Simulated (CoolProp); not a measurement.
Vapour-liquid equilibrium of ethanol (1) + dimethyl carbonate (2) at 164.75 °C; x and y are mole fractions of (1).

The numbers come from the multi-fluid Helmholtz-energy mixture model, Schroeder 2014 and Zhou 2011; pair parameters Bell 2016 in CoolProp.

| x | bubble pressure (kPa) | y at the bubble point | dew pressure at overall composition x (kPa) | liquid density (mol/L) |
|---|---|---|---|---|
| 0.05 | 784.5 | 0.150 | 717.0 | 9.628 |
| 0.2 | 1013 | 0.407 | 822.2 | 9.964 |
| 0.35 | 1171 | 0.548 | 954.9 | 10.37 |
| 0.5 | 1281 | 0.646 | 1116 | 10.87 |
| 0.65 | 1357 | 0.733 | 1284 | 11.48 |
| 0.8 | 1405 | 0.826 | 1395 | 12.25 |
| 0.95 | 1416 | 0.947 | 1416 | 13.21 |

y crosses x between x = 0.8 and 0.95: the model has an azeotrope there.

Pair parameters are fitted to limited data, so mixtures are less certain than the pure fluids.
